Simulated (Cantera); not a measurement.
Input: 1 mol B2O3, 12 mol H2, 4.3 mol N2, equilibrated at 2398.15 K and 13300 Pa.

Equilibrium computed with Cantera from the NASA thermochemical tables; the gas is ideal and each condensed phase is pure. Candidate condensed phases: B, BN, B2O3, B3O3H3, H2O; 39 gas species. Equilibrium is a limit: real reactors are often held back by kinetics, nucleation or transport.

Base state: H2 0.618, N2 0.242, H 0.0339, HBO 0.0302, HBO2 0.0301, BO 0.0173, B2O3 0.0149, H2O 0.0108 (mole fractions); condensed: gas only.

### Question
What changes in the equilibrium state with this change: temperature from 2398.15 K to 1125 K?

### Answer
```json
[
 {"species": "H2", "before": "0.618", "after": "0.734"},
 {"species": "N2", "before": "0.242", "after": "0.263"},
 {"species": "H2O", "before": "0.0108", "after": "0.00222"},
 {"species": "H", "before": "0.0339", "after": "1.04e-7"},
 {"species": "HBO", "before": "0.0302", "after": "2.74e-7"},
 {"species": "BO", "before": "0.0173", "after": "<1e-9"},
 {"species": "B2O3", "before": "0.0149", "after": "5.00e-9"},
 {"species": "HBO2", "before": "0.0301", "after": "3.42e-5"},
 {"species": "B2O2", "before": "0.00245", "after": "<1e-9"},
 {"species": "BO2", "before": "0.000365", "after": "<1e-9"},
 {"species": "OH", "before": "0.000109", "after": "<1e-9"},
 {"species": "NH3", "before": "3.69e-7", "after": "1.20e-5"},
 {"species": "BN(s), mol", "before": "0", "after": "0.0243"},
 {"species": "B2O3(l), mol", "before": "0", "after": "0.988"}
]
```
N2 is the only nitrogen source here; it is nearly inert below about 1500 K, so the nitride shown seldom forms there in practice. Mutual solubility and eutectic melting of coexisting phases are not modelled. Gases not in the tables: H3BO3.
